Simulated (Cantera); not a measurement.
Charge: 1 mol Al, 1.6 mol Cl₂, 3.9 mol H₂, held at 650 K and 750 Torr.

Cantera equilibrium calculation (NASA polynomials, part measured and part estimated; ideal gas, pure solids and liquids). Candidate condensed phases: Al, AlCl₃; 12 gas species. Equilibrium is a limit: real reactors are often held back by kinetics, nucleation or transport.

Base state: H₂ 0.835, Al₂Cl₆ 0.0991, HCl 0.0440, AlCl₃ 0.0216 (mole fractions); condensed: gas only.

**Question.** What changes in the equilibrium state with this change: pressure from 750 Torr to 75.0 Torr?

**Answer.** 
```
species  before   after
-------  ------  ------
H₂        0.835   0.819
Al₂Cl₆   0.0991  0.0776
AlCl₃    0.0216  0.0604
HCl      0.0440  0.0431
```
